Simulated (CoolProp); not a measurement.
Saturation properties of CF4 (R14).

Computed with CoolProp (reference Helmholtz-energy equation of state, Platzer 1990). This equation is an older, rougher fit; its heat capacities, sound speeds and derivatives of the liquid may be far off and weren't checked against measurements.

```
T (K)  p (MPa)  liquid density (kg/m³)  liquid viscosity (µPa s)  liquid conductivity (mW/(m K))
-----  -------  ----------------------  ------------------------  ------------------------------
159.9   0.2579                    1521                       181                             [?]
165.1   0.3428                    1491                       167                            80.5
170.4      [?]                    1459                       154                            76.6
175.6   0.5763                    1426                       142                            72.7
180.8   0.7280                    1391                       132                            68.8
186        [?]                    1355                       122                            65.0
191.2    1.118                    1316                       112                             [?]
196.4    1.362                     [?]                       [?]                            57.2
201.7    1.649                    1228                      95.0                            53.2
```

Q: What belongs in the gaps?

A: 
- 159.9, liquid conductivity (mW/(m K)): 84.4
- 170.4, p (MPa): 0.4494
- 186, p (MPa): 0.9075
- 191.2, liquid conductivity (mW/(m K)): 61.1
- 196.4, liquid density (kg/m³): 1274
- 196.4, liquid viscosity (µPa s): 104

It boils at 145.1 K under 1 atm.

Viscosity comes from a separate model (Huber 2003), an estimate that may be off by 10 % or more. Thermal conductivity comes from a separate model (Huber 2003), an estimate that may be off by 10 % or more.
